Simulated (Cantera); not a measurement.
An isothermal, constant-pressure homogeneous reactor starts with N₂O : N₂ = 1 : 1 (molar parts), at 1550 K and 10.00 Torr.

Computed with Cantera and GRI-Mech 3.0 (53 species, 325 reactions). GRI-Mech 3.0 was tuned for natural gas; its chemistry of N2O as a main component is partial and can be far from experiment. Radical loss at walls, strong at low pressure, is not modelled. The temperature is held fixed by assumption; the heat of reaction is taken as removed at once.

One state of this run: x N₂O = 3.09e-6; x O = 2.65e-5; x N₂ = 0.747; x O₂ = 0.147; x NO = 0.106; x NO₂ = 4.69e-5. x: mole fraction; the columns are a selection and need not sum to one.

Problem. Which value of t (s) does it belong to?
(A) 3.00e-5
(B) 0.0775
(C) 200
(D) 0.00152

Solution. C, 200
